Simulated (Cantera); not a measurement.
Input: 1 mol Si₃N₄, 0.016 mol C, 0.021 mol H₂, at 1.00 bar.

Equilibrium computed with Cantera from the NASA thermochemical tables; the gas is ideal and each condensed phase is pure. Candidate condensed phases: C, C₆H₆, C₇H₈, C₈H₁₈, Si, SiC, Si₃N₄; 105 gas species. Mutual solubility and eutectic melting of coexisting phases are not modelled. Gases not in the tables: Si₂H₆ and higher silanes. Equilibrium is a limit: real reactors are often held back by kinetics, nucleation or transport. All values below are at 2000 K.

Base state: H₂ 0.662, N₂ 0.336, H 0.00132, HCN 0.000614, SiH₂ 4.36e-5, HNC 3.49e-5, Si 2.70e-5, CH₄ 1.64e-5 (mole fractions); condensed: SiC(s) + Si₃N₄(s).

Question: What changes in the equilibrium state with this change: pressure from 1.00 bar to 0.00590 bar?

Answer: 
```csv
species,before,after
N₂,0.336,0.981
H₂,0.662,0.00922
Si,2.70e-5,0.00738
CH₄,1.64e-5,<1e-9
Si₃,2.32e-8,1.64e-5
Si₂,1.74e-7,7.65e-5
"SiC(s), mol",0.0160,0.0154
"Si₃N₄(s), mol",0.995,0
"Si(l), mol",0,2.97
```
The tables' values for SiN are old estimates; treat these amounts as uncertain.
